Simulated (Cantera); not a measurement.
Carbon deposition, reforming and gasification: CO + H2O

A closed system holds: 1 mol CO, 2.4 mol H2O, held at 950 °C and 140 Pa.

Equilibrium computed with Cantera from the NASA thermochemical tables; the gas is ideal and each condensed phase is pure. Candidate condensed phases: C, C6H6, C7H8, C8H18, H2O; 110 gas species. The numbers say what is thermodynamically allowed, not how fast it happens.

```yaml
x(H2O): 0.515
x(CO2): 0.191
x(H2): 0.191
x(CO): 0.103
x(H): 3.52e-6
gas_amount: 3.400 mol
log10 activity of C(graphite) (absent): -5.97
```
